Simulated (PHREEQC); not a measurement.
Solution (20 °C): 44 mmol/kgw SrBr2. Closed to the air; pH follows from the charge balance.

Equilibrium calculation in PHREEQC: ion-association model, phreeqc.dat.

Each row changes one thing in this solution. No solid was allowed to form.

```json
[
 {"case": "as made", "pH": "7.04", "ionic strength (mol/kgw)": "0.132"},
 {"case": "SrBr2 replaced by Sr(OH)2 at the same molality", "pH": "12.95", "ionic strength (mol/kgw)": "?"},
 {"case": "SrBr2 from 0.044 to 0.0484 mol/kgw", "pH": "7.04", "ionic strength (mol/kgw)": "?"},
 {"case": "0.0015 mol/kgw Mg(NO3)2 added", "pH": "7.01", "ionic strength (mol/kgw)": "0.137"},
 {"case": "0.0044 mol/kgw HCl added", "pH": "?", "ionic strength (mol/kgw)": "?"},
 {"case": "SrBr2 from 0.044 to 0.066 mol/kgw", "pH": "7.03", "ionic strength (mol/kgw)": "0.198"}
]
```

Question: What belongs in the gaps?

Answer: 
- SrBr2 replaced by Sr(OH)2 at the same molality, ionic strength (mol/kgw): 0.116
- SrBr2 from 0.044 to 0.0484 mol/kgw, ionic strength (mol/kgw): 0.145
- 0.0044 mol/kgw HCl added, pH: 2.45
- 0.0044 mol/kgw HCl added, ionic strength (mol/kgw): 0.136

Species that the database lacks are ignored.
